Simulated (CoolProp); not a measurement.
Vapour-liquid equilibrium of m-xylene (1) + n-decane (2) at 3.48 bar; x and y are mole fractions of (1).

Values from CoolProp's multi-fluid Helmholtz-energy mixture model, Zhou 2012 and Lemmon 2006; pair parameters Bell 2016.

```tsv
x	bubble temperature, mixture model (°C)	bubble temperature, Raoult's law (°C)	y, mixture model	y, Raoult's law
0.05	227.2	227.3	0.090	0.097
0.2	220.0	220.0	0.321	0.342
0.35	213.6	213.5	0.505	0.532
0.5	207.8	207.7	0.656	0.682
0.65	202.6	202.4	0.782	0.801
0.8	197.8	197.6	0.887	0.898
0.95	193.3	193.3	0.974	0.977
```

The largest gap from Raoult's law is +0.2 K in bubble temperature, at x = 0.65. No azeotrope shows between x = 0.05 and 0.95.

The pair parameters rest on a limited set of measurements; away from them the model extrapolates.
